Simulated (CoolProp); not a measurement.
C2F6 (R116) at several states: density (kg/m³) from the reference equation and from simpler models built on Tc = 293.0 K, pc = 30.48 bar, ω = 0.257; each cubic takes its own stable root.

Model: reference Helmholtz-energy equation of state, Lemmon 2006, in CoolProp. It is a short technical equation, of lower accuracy than the large ones.

| T (K) | p (bar) | phase | reference |
|---|---|---|---|
| 190.6 | 56.2 | liquid | 1648 |
| 383.5 | 10.5 | gas | 47.53 |
| 396.7 | 115 | supercritical | 634.8 |
| 405.2 | 4.74 | gas | 19.73 |
| 415.1 | 44.1 | supercritical | 200.6 |

### Question
How far does each simpler model (van der Waals, Redlich-Kwong, Soave-Redlich-Kwong, Peng-Robinson) lie from the reference over these 5 states: mean and median of the absolute difference, and the worst?

### Answer
- van der Waals: mean 9.8 %, median 4.4 %, worst -34.9 % at 190.6 K and 56.2 bar
- Redlich-Kwong: mean 3.6 %, median 4.8 %, worst -6.4 % at 190.6 K and 56.2 bar
- Soave-Redlich-Kwong: mean 2.3 %, median 1.4 %, worst -6.4 % at 396.7 K and 115 bar
- Peng-Robinson: mean 2.3 %, median 0.8 %, worst +8.4 % at 190.6 K and 56.2 bar
